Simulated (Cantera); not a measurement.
Charge: 1 mol Si, 0.68 mol HCl, 3.2 mol H2, at 0.140 bar.

Cantera equilibrium calculation (NASA polynomials, part measured and part estimated; ideal gas, pure solids and liquids). Candidate condensed phases: Si; 19 gas species. The tables' values for SiCl3 are old estimates; treat these amounts as uncertain. The numbers say what is thermodynamically allowed, not how fast it happens.

x: gas mole fraction; n: condensed amount in mol.

```json
[
 {"T (K)": "573", "x H2": "0.949", "x HCl": "2.40e-5", "x SiCl4": "0.0323", "x SiCl2": "2.28e-10", "x SiHCl3": "0.0180", "x SiCl3": "5.70e-8", "x SiH2Cl2": "(withheld)", "n Si(s)": "0.813"},
 {"T (K)": "648", "x H2": "0.949", "x HCl": "0.000138", "x SiCl4": "0.0326", "x SiCl2": "1.14e-8", "x SiHCl3": "0.0175", "x SiCl3": "7.50e-7", "x SiH2Cl2": "(withheld)", "n Si(s)": "0.813"},
 {"T (K)": "723", "x H2": "0.949", "x HCl": "0.000552", "x SiCl4": "0.0329", "x SiCl2": "2.51e-7", "x SiHCl3": "0.0169", "x SiCl3": "5.75e-6", "x SiH2Cl2": "(withheld)", "n Si(s)": "0.814"},
 {"T (K)": "798", "x H2": "0.948", "x HCl": "0.00169", "x SiCl4": "0.0330", "x SiCl2": "3.05e-6", "x SiHCl3": "0.0163", "x SiCl3": "2.98e-5", "x SiH2Cl2": "0.000652", "n Si(s)": "0.815"},
 {"T (K)": "873", "x H2": "0.947", "x HCl": "0.00422", "x SiCl4": "0.0327", "x SiCl2": "2.38e-5", "x SiHCl3": "0.0157", "x SiCl3": "0.000115", "x SiH2Cl2": "0.000688", "n Si(s)": "0.818"},
 {"T (K)": "948", "x H2": "0.943", "x HCl": "0.00905", "x SiCl4": "0.0318", "x SiCl2": "0.000132", "x SiHCl3": "0.0149", "x SiCl3": "0.000352", "x SiH2Cl2": "0.000708", "n Si(s)": "0.823"},
 {"T (K)": "1023", "x H2": "0.937", "x HCl": "0.0171", "x SiCl4": "0.0298", "x SiCl2": "0.000556", "x SiHCl3": "0.0138", "x SiCl3": "0.000886", "x SiH2Cl2": "0.000709", "n Si(s)": "0.830"},
 {"T (K)": "1098", "x H2": "0.928", "x HCl": "0.0291", "x SiCl4": "0.0264", "x SiCl2": "0.00185", "x SiHCl3": "0.0123", "x SiCl3": "0.00186", "x SiH2Cl2": "0.000682", "n Si(s)": "0.839"},
 {"T (K)": "1173", "x H2": "0.915", "x HCl": "0.0447", "x SiCl4": "0.0213", "x SiCl2": "0.00496", "x SiHCl3": "0.0102", "x SiCl3": "0.00327", "x SiH2Cl2": "(withheld)", "n Si(s)": "0.849"},
 {"T (K)": "1248", "x H2": "0.900", "x HCl": "0.0621", "x SiCl4": "0.0146", "x SiCl2": "0.0107", "x SiHCl3": "0.00748", "x SiCl3": "0.00467", "x SiH2Cl2": "(withheld)", "n Si(s)": "0.856"},
 {"T (K)": "1323", "x H2": "0.885", "x HCl": "0.0777", "x SiCl4": "0.00811", "x SiCl2": "0.0186", "x SiHCl3": "0.00468", "x SiCl3": "0.00526", "x SiH2Cl2": "(withheld)", "n Si(s)": "0.858"}
]
```

### Question
What belongs in the gaps?

### Answer

- 573, x SiH2Cl2: 0.000462
- 648, x SiH2Cl2: 0.000540
- 723, x SiH2Cl2: 0.000602
- 1173, x SiH2Cl2: 0.000621
- 1248, x SiH2Cl2: 0.000519
- 1323, x SiH2Cl2: 0.000388
